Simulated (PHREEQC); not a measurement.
Solution (30 °C): 3.9 mmol/kgw HF, 0.066 mmol/kgw KF and 0.11 mmol/kgw H3PO4. Closed to the air; pH follows from the charge balance.

All values are PHREEQC results (ion-association model, phreeqc.dat), not measurements.

Each row changes one thing in this solution. Precipitation was switched off in this run.

```json
[
 {"case": "as made", "pH": "2.89", "ionic strength (mol/kgw)": "0.00141", "HF (mol/kgw)": "0.00264", "F- (mol/kgw)": "0.00130", "H2PO4- (mol/kgw)": "9.22e-5", "H3PO4 (mol/kgw)": "1.78e-5"},
 {"case": "KF replaced by K2SO4 at the same molality", "pH": "2.88", "ionic strength (mol/kgw)": "0.00156", "HF (mol/kgw)": "0.00261", "F- (mol/kgw)": "0.00127", "H2PO4- (mol/kgw)": "9.20e-5", "H3PO4 (mol/kgw)": "___"},
 {"case": "KF replaced by NaBF4 at the same molality", "pH": "2.88", "ionic strength (mol/kgw)": "0.00144", "HF (mol/kgw)": "0.00270", "F- (mol/kgw)": "0.00130", "H2PO4- (mol/kgw)": "9.18e-5", "H3PO4 (mol/kgw)": "___"},
 {"case": "diluted 2-fold with water", "pH": "3.08", "ionic strength (mol/kgw)": "0.000900", "HF (mol/kgw)": "0.00113", "F- (mol/kgw)": "0.000847", "H2PO4- (mol/kgw)": "4.88e-5", "H3PO4 (mol/kgw)": "6.18e-6"},
 {"case": "HF left out", "pH": "4.01", "ionic strength (mol/kgw)": "0.000166", "HF (mol/kgw)": "9.03e-6", "F- (mol/kgw)": "5.70e-5", "H2PO4- (mol/kgw)": "0.000108", "H3PO4 (mol/kgw)": "1.63e-6"},
 {"case": "diluted 5-fold with water", "pH": "3.34", "ionic strength (mol/kgw)": "___", "HF (mol/kgw)": "0.000334", "F- (mol/kgw)": "0.000458", "H2PO4- (mol/kgw)": "2.06e-5", "H3PO4 (mol/kgw)": "1.42e-6"}
]
```

Fill in the missing entries.


- KF replaced by K2SO4 at the same molality, H3PO4 (mol/kgw): 1.80e-5
- KF replaced by NaBF4 at the same molality, H3PO4 (mol/kgw): 1.82e-5
- diluted 5-fold with water, ionic strength (mol/kgw): 0.000479

Species that the database lacks are ignored.
